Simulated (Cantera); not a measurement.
Predominance diagram of Na at 1200 K against the partial pressures of O₂ and S₂ (log10, bar). Standard-state values (1 bar) from the NASA 1993 polynomials, evaluated with Cantera. Candidates: Na(l), Na₂O(s), Na₂S(s), Na₂SO₄(l). Only these pure phases compete in this equilibrium. Not in the tables: pyrosulfates.

Task: Which phase is stable at these pairs, and which metal-bearing vapour leads over it? (-21.5, -15); (-24, -13.8); (-26.5, -10.4); (-9, -15); (-29, -8.1); (-19, -15); (-24, -9.2)

Result: 
| log p(O₂) | log p(S₂) | phase | chief vapour | log p (bar) |
|---|---|---|---|---|
| -21.5 | -15 | Na₂S(s) | Na | -2.2 |
| -24 | -13.8 | Na₂S(s) | Na | -2.5 |
| -26.5 | -10.4 | Na₂S(s) | Na | -3.4 |
| -9 | -15 | Na₂SO₄(l) | Na | -6.7 |
| -29 | -8.1 | Na₂S(s) | Na | -4.0 |
| -19 | -15 | Na₂S(s) | Na | -2.2 |
| -24 | -9.2 | Na₂S(s) | Na | -3.7 |
